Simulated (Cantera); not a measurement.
**Oxide etching and cleaning by halides: SiO2 + NF3 + N2 + BCl3**

Input: 1 mol SiO2, 12 mol NF3, 55 mol N2, 6.7 mol BCl3, held at 1775 K and 15.0 Pa.

These are equilibrium values from Cantera (NASA tables, ideal gas, pure condensed phases), not measurements of a reactor. Candidate condensed phases: B, BN, B2O3, Si, SiO2, Si2N2O, Si3N4; 57 gas species. Equilibrium is a limit: real reactors are often held back by kinetics, nucleation or transport.

- x(N2): 0.599
- x(Cl): 0.197
- x(F): 0.117
- x(BF3): 0.0658
- x(SiF4): 0.00983
- x(O2): 0.00910
- x(O): 0.000746
- x(NO): 0.000692
- x(ClF): 8.54e-5
- gas amount: 101.7 mol
- log10 activity of B(s) (absent): -18.26
- log10 activity of Si(l) (absent): -23.20
